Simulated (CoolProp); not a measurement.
Vapour-liquid equilibrium of propylene (1) + isobutane (2) at 244.9 K; x and y are mole fractions of (1).

Model: multi-fluid Helmholtz-energy mixture model, Lemmon 2013 and Bücker 2006; pair parameters Bell 2016, in CoolProp.

```csv
x,bubble pressure (bar),y at the bubble point,dew pressure at overall composition x (bar),liquid density (mol/L)
0.05,0.6240,0.224,0.5279,10.65
0.2,0.8524,0.497,0.6091,11.07
0.35,1.025,0.641,0.7156,11.54
0.5,1.217,0.763,0.8555,12.05
0.65,1.467,0.869,1.037,12.59
0.8,1.789,0.948,1.291,13.16
0.95,2.150,0.992,1.800,13.73
```

No azeotrope shows between x = 0.05 and 0.95.

The pair parameters rest on a limited set of measurements; away from them the model extrapolates. The gap from Raoult's law changes sign with composition, which may be real or a fault of the pair parameters; it wasn't checked against measurements.
